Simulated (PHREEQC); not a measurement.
PHREEQC input (ion-association model, phreeqc.dat):

```
PHASES
  Fix_H+
    H+ = H+
    -log_k 0
SOLUTION 1
  temp 65
  units mol/kgw
  pH 7 charge
  Cl 0.03
  Na 0.03
END
SELECTED_OUTPUT 1
  -reset false
  -pH true
  -pe true
  -ionic_strength true
  -water true
  -totals Ca Cl F Na
  -molalities H+ Ca+2 Na+ Cl- F- OH- O2 HF HF2- CaOH+
    NaOH NaF
  -equilibrium_phases Fluorite
PRINT
  -reset false
USE solution 1
EQUILIBRIUM_PHASES 1
  Fix_H+ -3 HCl 10
    -force_equality true
  Fluorite 0 0.05
  O2(g) -0.68 10
END
# ... the last block is repeated for the other 12 points of pH, with NaOH or the acid as the point needs
```

Selected output (columns that matter, 12 of 13 rows; pH added in front):

```
pH	mu	Ca	Cl	F	Na	m_H+	m_Ca+2	m_Na+	m_Cl-	m_F-	m_OH-	m_HF	m_CaOH+	Fluorite
3	0.033585	0.0008095	0.032334	0.001619	0.03	0.0011618	0.0008095	0.029995	0.032334	0.0004396	1.5205e-10	0.0011697	8.0117e-14	0.04919
3.75	0.031516	0.00043897	0.030487	0.00087794	0.03	0.00020596	0.00043897	0.029993	0.030487	0.00058917	8.5088e-10	0.00028029	2.4726e-13	0.049561
4.5	0.031101	0.00035727	0.030092	0.00071455	0.03	3.6603e-05	0.00035727	0.029992	0.030092	0.00065129	4.78e-09	5.5161e-05	1.1345e-12	0.049643
5.25	0.031024	0.00034179	0.030017	0.00068358	0.03	6.5083e-06	0.00034179	0.029992	0.030017	0.00066554	2.6875e-08	1.0026e-05	6.1062e-12	0.049658
6	0.03101	0.000339	0.030003	0.000678	0.03	1.1573e-06	0.000339	0.029992	0.030003	0.00066821	1.5113e-07	1.7901e-06	3.406e-11	0.049661
6.75	0.031008	0.0003385	0.03	0.00067701	0.03	2.058e-07	0.0003385	0.029992	0.03	0.00066869	8.4983e-07	3.1856e-07	1.9126e-10	0.049661
8.25	0.031034	0.00033844	0.03	0.00067689	0.030027	6.5084e-09	0.00033844	0.030019	0.03	0.00066887	2.6876e-05	1.0076e-08	6.0459e-09	0.049662
9	0.031159	0.00033865	0.03	0.00067729	0.030151	1.1576e-09	0.00033861	0.030143	0.03	0.00066925	0.00015118	1.7922e-09	3.399e-08	0.049661
9.75	0.031863	0.00033979	0.03	0.00067957	0.030852	2.0607e-10	0.0003396	0.030844	0.03	0.00067135	0.00085159	3.191e-10	1.909e-07	0.04966
10.5	0.035861	0.00034603	0.03	0.00069205	0.034834	3.6855e-11	0.00034496	0.034825	0.03	0.00068278	0.0048332	5.7121e-11	1.0661e-06	0.049654
11.25	0.05949	0.00037676	0.03	0.00075353	0.058387	6.7225e-12	0.00037095	0.058371	0.03	0.00073812	0.028381	1.045e-11	5.8141e-06	0.049623
12	0.214	0.00048939	0.03	0.00097877	0.21265	1.278e-12	0.00045931	0.2126	0.03	0.00092529	0.18262	1.9544e-12	3.008e-05	0.049511
```

Away from 25 °C the constants follow the database's enthalpies or fits; those with neither stay at their 25 °C values.
